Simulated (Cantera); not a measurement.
Charge: 1 mol (CH3)2SiCl2, 740 mol H2, held at 2.03 Torr.

Equilibrium computed with Cantera from the NASA thermochemical tables; the gas is ideal and each condensed phase is pure. Candidate condensed phases: C, C6H6, C7H8, C8H18, Si, SiC; 109 gas species. The feed counts by its element totals alone. Rates play no part.

x: gas mole fraction; n: condensed amount in mol.

```json
[
 {"T (K)": "1248", "x H2": "0.997", "x H": "8.98e-6", "x HCl": "0.00269", "x C2H2 (acetylene)": "2.43e-7", "x Si": "___", "x Cl": "2.07e-8", "n C(graphite)": "0.977", "n SiC(s)": "1.000"},
 {"T (K)": "1398", "x H2": "0.997", "x H": "9.09e-5", "x HCl": "0.00269", "x C2H2 (acetylene)": "2.44e-6", "x Si": "___", "x Cl": "2.02e-7", "n C(graphite)": "0.988", "n SiC(s)": "1.000"},
 {"T (K)": "1548", "x H2": "0.997", "x H": "0.000592", "x HCl": "0.00269", "x C2H2 (acetylene)": "1.56e-5", "x Si": "___", "x Cl": "1.27e-6", "n C(graphite)": "0.973", "n SiC(s)": "1.000"},
 {"T (K)": "1698", "x H2": "0.994", "x H": "0.00278", "x HCl": "0.00268", "x C2H2 (acetylene)": "7.17e-5", "x Si": "___", "x Cl": "5.81e-6", "n C(graphite)": "0.894", "n SiC(s)": "0.997"},
 {"T (K)": "1848", "x H2": "0.987", "x H": "0.0101", "x HCl": "0.00265", "x C2H2 (acetylene)": "0.000254", "x Si": "___", "x Cl": "2.07e-5", "n C(graphite)": "0.674", "n SiC(s)": "0.941"},
 {"T (K)": "1998", "x H2": "0.965", "x H": "0.0303", "x HCl": "0.00258", "x C2H2 (acetylene)": "0.000732", "x Si": "___", "x Cl": "6.04e-5", "n C(graphite)": "0.561", "n SiC(s)": "0.259"},
 {"T (K)": "2148", "x H2": "0.918", "x H": "0.0769", "x HCl": "0.00243", "x C2H2 (acetylene)": "0.00122", "x Si": "0.00118", "x Cl": "0.000149", "n C(graphite)": "0", "n SiC(s)": "0"},
 {"T (K)": "2298", "x H2": "0.827", "x H": "0.168", "x HCl": "0.00214", "x C2H2 (acetylene)": "0.00116", "x Si": "0.00115", "x Cl": "0.000313", "n C(graphite)": "0", "n SiC(s)": "0"}
]
```

**Question.** Fill in the missing entries.

**Answer.** 
- 1248, x Si: 6.42e-12
- 1398, x Si: 1.37e-9
- 1548, x Si: 1.03e-7
- 1698, x Si: 3.57e-6
- 1848, x Si: 6.93e-5
- 1998, x Si: 0.000857
